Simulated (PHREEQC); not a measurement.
1.4 g of hydrous ferric oxide (600 m²/g; 0.2 weak and 0.005 strong sites per Fe, Dzombak-Morel constants, diffuse double layer) in 1 kg of water with 0.05 mol/kgw of an inert sodium salt, at 25 °C; the pH is set by adding NaOH or the inert anion's acid. O2 is buffered at 0.21 atm. No CO2 enters from the air. Precipitation was switched off in this run.

Equilibrium calculation in PHREEQC: ion-association model, wateq4f.dat.

| pH | surface charge σ (C/m²) | surface potential ψ (mV) |
|---|---|---|
| 4 | 0.295 | 159 |
| 4.5 | 0.239 | (withheld) |
| 5 | 0.181 | 135 |
| 5.5 | (withheld) | 118 |
| 6 | 0.089 | (withheld) |
| 6.5 | 0.058 | 78 |
| 7 | 0.034 | 56 |
| 7.5 | 0.017 | 31 |
| 8 | (withheld) | 6 |
| 8.5 | -0.010 | -20 |
| 9 | -0.026 | -45 |
| 9.5 | -0.046 | (withheld) |
| 10 | -0.074 | -90 |

Question: Some entries are withheld; supply them.

Answer: 
- 4.5, surface potential ψ (mV): 149
- 5.5, surface charge σ (C/m²): 0.130
- 6, surface potential ψ (mV): 99
- 8, surface charge σ (C/m²): 0.003
- 9.5, surface potential ψ (mV): -69

Complexes and solids missing from the database can't appear.
